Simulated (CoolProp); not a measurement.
Diethyl ether at several states: fugacity coefficient from the reference equation and from simpler models built on Tc = 467.9 K, pc = 3.717 MPa, ω = 0.282; each cubic takes its own stable root.

Values from CoolProp's reference Helmholtz-energy equation of state, Thol 2014.

| T (K) | p (MPa) | phase | reference | van der Waals | Redlich-Kwong | Soave-Redlich-Kwong |
|---|---|---|---|---|---|---|
| 279.5 | 5.38 | liquid | 0.007604 | 0.07723 | 0.01704 | 0.007695 |
| 280.9 | 0.0196 | gas | 0.9880 | 0.9949 | 0.9927 | 0.9917 |
| 414 | 0.0761 | gas | 0.9894 | 0.9919 | 0.9901 | 0.9896 |
| 314.5 | 0.169 | liquid | 0.7241 | 0.9660 | 0.9535 | 0.7250 |
| 414.2 | 0.356 | gas | 0.9504 | 0.9620 | 0.9541 | 0.9517 |

At some of these states van der Waals, Redlich-Kwong gives the other phase, because its saturation line lies elsewhere.
